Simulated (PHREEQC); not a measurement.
NaHCO3 is added in steps, without added water, to 1 kg of water holding 30 mmol/kgw CuSO4, at 20 °C. Oxygen alone is held at its pressure in air (log pO2 = -0.68). The system is closed to CO2. Solids allowed: Cu(OH)2, Malachite, Brochantite, Antlerite, Mirabilite, Chalcanthite, Nahcolite, Natron. Others were left out.

Base run: PHREEQC, ion-association model, wateq4f.dat. Each further column changes one thing. The table gives pH.

| NaHCO3 added (mol) | base | diluted 2-fold with water | CuSO4 from 0.03 to 0.06 mol/kgw | no solid may form |
|---|---|---|---|---|
| 0 | 4.18 | 4.37 | 3.99 | 4.76 |
| 0.001875 | 4.19 | 4.40 | 4.00 | 5.53 |
| 0.003125 | 4.20 | 4.42 | 4.00 | 5.63 |
| 0.005 | 4.22 | 4.46 | 4.01 | 5.72 |
| 0.006875 | 4.24 | 4.50 | 4.02 | 5.78 |
| 0.008125 | 4.25 | 4.53 | 4.03 | 5.82 |
| 0.01 | 4.27 | 4.58 | 4.03 | 5.87 |
| 0.01188 | 4.29 | 4.65 | 4.04 | 5.91 |
| 0.01312 | 4.30 | 4.70 | 4.05 | 5.93 |
| 0.015 | 4.33 | 4.79 | 4.06 | 5.97 |

 In at least one series the solution becomes supersaturated in solids that the run did not let form, among them Cu(OH)2, Malachite, Brochantite, Antlerite.
